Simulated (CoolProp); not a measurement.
n-octane along the isotherm 346.85 °C: fugacity coefficient from the reference equation and from simpler models built on Tc = 295.6 °C, pc = 2.484 MPa, ω = 0.398; each cubic takes its own stable root.

Computed with CoolProp (reference Helmholtz-energy equation of state, Beckmüller 2019).

| p (MPa) | phase | reference | van der Waals | Peng-Robinson |
|---|---|---|---|---|
| 0.0393 | gas | 0.9958 | 0.9962 | 0.9955 |
| 0.0592 | gas | 0.9936 | 0.9943 | 0.9933 |
| 0.0894 | gas | 0.9904 | 0.9914 | 0.9899 |
| 0.135 | gas | 0.9855 | 0.9870 | 0.9848 |
| 0.203 | gas | 0.9783 | 0.9804 | 0.9771 |
| 0.307 | gas | 0.9673 | 0.9704 | 0.9656 |
| 0.463 | gas | 0.9509 | 0.9554 | 0.9484 |
| 0.698 | gas | 0.9266 | 0.9329 | 0.9229 |
| 1.05 | gas | 0.8908 | 0.8993 | 0.8856 |
| 1.59 | gas | 0.8373 | 0.8480 | 0.8302 |
| 2.4 | gas | 0.7603 | 0.7702 | 0.7512 |
| 3.62 | supercritical | 0.6502 | 0.6458 | 0.6414 |
| 5.46 | supercritical | 0.5127 | 0.5132 | 0.5143 |
| 8.23 | supercritical | 0.4050 | 0.4269 | 0.4140 |
| 12.4 | supercritical | 0.3374 | 0.3848 | 0.3492 |
